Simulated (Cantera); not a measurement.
A Cantera script and what it prints.

```python
import numpy as np
import cantera as ct

gas_names = """
    O2 F2
""".split()
cond_names = """
    Cu(L) CuF2(L) Cu2O(L)
""".split()


# ... load() reads the species with a 1 bar reference pressure and builds the phases ...
species = {s.name: s for s in load("nasa_gas.yaml", gas_names) + load("nasa_condensed.yaml", cond_names)}
T = 1525
g = {n: (s.thermo.h(T) - T * s.thermo.s(T)) / (ct.gas_constant * T * np.log(10)) for n, s in species.items()}
valid = cond_names  # the entries whose range holds T


def stable(la, lb):
    # potentials (over RT ln 10) of the two non-metals from log10 p(O2) and log10 p(F2) in bar
    mu = {}
    mu["O"] = (g["O2"] + la) / 2
    mu["F"] = (g["F2"] + lb) / 2
    cost = {}
    for n in valid:
        c = species[n].composition
        cost[n] = (g[n] - sum(c.get(e, 0) * m for e, m in mu.items())) / c["Cu"]
    return min(cost, key=cost.get)


results = []
for lb in [0, -2, -4, -6, -8, -10, -12, -14, -16, -18, -20, -22, -24]:
    row = [stable(la, lb) for la in [-22, -21, -20.1, -19.1, -18.2, -17.2, -16.3, -15.3, -14.3, -13.4, -12.4, -11.5, -10.5, -9.6, -8.6, -7.7, -6.7, -5.7, -4.8, -3.8, -2.9, -1.9, -1, 0]]
    results.append(row)
    print(f"{lb:6.1f}  " + " ".join(f"{valid.index(n):x}" for n in row))
print("key: " + ", ".join(f"{i:x} {n}" for i, n in enumerate(valid)))
```

It prints:

```
   0.0  1 1 1 1 1 1 1 1 1 1 1 1 1 1 1 1 1 1 1 1 1 1 1 1
  -2.0  1 1 1 1 1 1 1 1 1 1 1 1 1 1 1 1 1 1 1 1 1 1 1 1
  -4.0  1 1 1 1 1 1 1 1 1 1 1 1 1 1 1 1 1 1 1 1 1 1 1 1
  -6.0  1 1 1 1 1 1 1 1 1 1 1 1 1 1 1 1 1 1 1 1 1 1 1 1
  -8.0  1 1 1 1 1 1 1 1 1 1 1 1 1 1 1 1 1 1 1 1 1 1 1 1
 -10.0  1 1 1 1 1 1 1 1 1 1 1 1 1 1 1 1 1 1 1 1 1 1 1 1
 -12.0  0 0 0 0 0 0 0 0 0 0 0 0 0 0 0 0 0 0 0 2 2 2 2 2
 -14.0  0 0 0 0 0 0 0 0 0 0 0 0 0 0 0 0 0 0 0 2 2 2 2 2
 -16.0  0 0 0 0 0 0 0 0 0 0 0 0 0 0 0 0 0 0 0 2 2 2 2 2
 -18.0  0 0 0 0 0 0 0 0 0 0 0 0 0 0 0 0 0 0 0 2 2 2 2 2
 -20.0  0 0 0 0 0 0 0 0 0 0 0 0 0 0 0 0 0 0 0 2 2 2 2 2
 -22.0  0 0 0 0 0 0 0 0 0 0 0 0 0 0 0 0 0 0 0 2 2 2 2 2
 -24.0  0 0 0 0 0 0 0 0 0 0 0 0 0 0 0 0 0 0 0 2 2 2 2 2
key: 0 Cu(L), 1 CuF2(L), 2 Cu2O(L)
```

Source: NASA polynomial tables (part measured, part estimated), evaluated in Cantera.
